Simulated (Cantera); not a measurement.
A perfectly stirred reactor is fed with CH4 : H2 : O2 : N2 = 1 : 0.068 : 1.27 : 4.45 (molar parts), at 1.18 atm; it is adiabatic with a 500 K inlet, and is followed from long to short residence time, starting on the burning branch (τ in s: 0.21, 0.083, 0.033, 0.013, 0.0054, 0.0022, 0.00088, 0.00036, 0.00014, 5.8e-05, 2.3e-05, 9.4e-06).

Computed with Cantera and GRI-Mech 3.0 (53 species, 325 reactions).

Question: What does this change do: O2 1.27 to 0.98 parts?

Answer: 
```tsv
quantity	before	after
blow-out, bracketed by the residence times tried	burning at 0.880 ms, out at 0.360 ms	burning at 13.0 ms, out at 5.40 ms
x(CH4) at τ = 0.210 s	0.000500	0.0170
x(H2) at τ = 0.210 s	0.103	0.0986
x(O2) at τ = 0.210 s	6.20e-5	0.00109
x(CH2O) at τ = 0.210 s	1.61e-6	5.26e-6
x(NO) at τ = 0.210 s	8.12e-5	6.22e-8
x(CH4) at τ = 0.880 ms	0.00590	0.154
x(H2) at τ = 0.880 ms	0.0809	0.0105
x(O2) at τ = 0.880 ms	0.00619	0.151
x(CH2O) at τ = 0.880 ms	8.62e-5	<1e-12
x(NO) at τ = 0.880 ms	2.68e-5	<1e-12
```
